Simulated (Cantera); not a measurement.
What does this Cantera script print?

```python
import numpy as np
import cantera as ct

gas_names = [...]  # 87 gases of nasa_gas.yaml made of C, H, Si
cond_names = """
    C(gr) C6H6(L) C7H8(L) C8H18(L),n-octa Si(cr) Si(L) SiC(b)
""".split()


# ... load() reads the species with a 1 bar reference pressure and builds the phases ...
atoms = {
    'Si(CH3)4': {'Si': 1, 'C': 4, 'H': 12},
    'C2H4': {'C': 2, 'H': 4},
    'H2': {'H': 2},
}
top_T = {'C(gr)': 4500, 'SiC(b)': 3050}  # K; cautious upper limits of use, not melting points


# ... equilibrate(T, P, feed) seeds the gas with the atoms and calls Mixture.equilibrate('TP', solver="vcs", rtol=1e-11, max_steps=5000) ...
results = []
feed = {'Si(CH3)4': 1, 'C2H4': 0.94, 'H2': 1800}  # mol
T = 1225  # K
P = 300  # Pa
mix = equilibrate(T, P, feed)
results.append((T, P, feed, dict(zip(mix.species_names, mix.species_moles))))
print(gas.report(threshold=0.001))
for i in range(1, mix.n_phases):
    print(f"{mix.phase(i).name:16s} {mix.phase_moles(i):12.5e} mol")
```

Output:

```
       temperature   1225 K
          pressure   300 Pa
           density   5.9396e-05 kg/m^3
  mean mol. weight   2.0166 kg/kmol
   phase of matter   gas

                          1 kg             1 kmol
                     ---------------   ---------------
          enthalpy        1.3682e+07        2.7591e+07  J
   internal energy        8.6314e+06        1.7406e+07  J
           entropy        1.0948e+05        2.2077e+05  J/K
    Gibbs function       -1.2043e+08       -2.4285e+08  J
 heat capacity c_p             15473             31202  J/K
 heat capacity c_v             11350             22888  J/K

                      mass frac. Y      mole frac. X     chem. pot. / RT
                     ---------------   ---------------   ---------------
                H2           0.99968           0.99995           -23.842
     [  +86 minor]         0.0003184         4.525e-05

C(gr)             4.80818e+00 mol
Si(cr)            0.00000e+00 mol
SiC(b)            1.00000e+00 mol
```

These are equilibrium values from Cantera (NASA tables, ideal gas, pure condensed phases), not measurements of a reactor.
